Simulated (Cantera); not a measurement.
Feed: 1 mol B, a varied amount of H2O, 4.8 mol N2, equilibrated at 852 °C and 100 Torr.

Method: chemical equilibrium by Gibbs-energy minimisation in Cantera with the NASA 1993 tables (ideal gas, pure condensed phases). Candidate condensed phases: B, BN, B2O3, B3O3H3, H2O; 39 gas species. N2 is the only nitrogen source here; it is nearly inert below about 1500 K, so the nitride shown seldom forms there in practice. Mutual solubility and eutectic melting of coexisting phases are not modelled. Gases not in the tables: H3BO3. Kinetics and transport are ignored.

x: gas mole fraction; n: condensed amount in mol.

```tsv
n(H2O) (mol)	x N2	x H2O	x H2	x (HBO2)3	n BN(s)	n B2O3(l)
1.4	0.773	0.000977	0.226	(withheld)	0.0707	0.465
1.9	0.716	0.0595	0.224	(withheld)	0	0.499
2.4	0.667	0.124	0.208	(withheld)	0	0.496
2.9	0.623	0.181	0.195	(withheld)	0	0.494
3.4	0.585	0.231	0.183	(withheld)	0	0.491
3.9	0.552	0.274	0.172	(withheld)	0	0.488
4.4	0.522	0.314	0.163	(withheld)	0	0.484
4.9	0.495	0.349	0.155	(withheld)	0	0.481
5.4	0.471	0.380	0.147	(withheld)	0	0.477
5.9	0.449	0.409	0.140	0.00150	0	0.473
6.3	0.433	0.430	0.135	0.00162	0	0.470
6.8	0.414	0.454	0.129	0.00176	0	0.467
```

Question: What belongs in the gaps?

Answer: 
- 1.4, x (HBO2)3: 1.75e-7
- 1.9, x (HBO2)3: 8.32e-5
- 2.4, x (HBO2)3: 0.000252
- 2.9, x (HBO2)3: 0.000442
- 3.4, x (HBO2)3: 0.000635
- 3.9, x (HBO2)3: 0.000825
- 4.4, x (HBO2)3: 0.00101
- 4.9, x (HBO2)3: 0.00118
- 5.4, x (HBO2)3: 0.00135
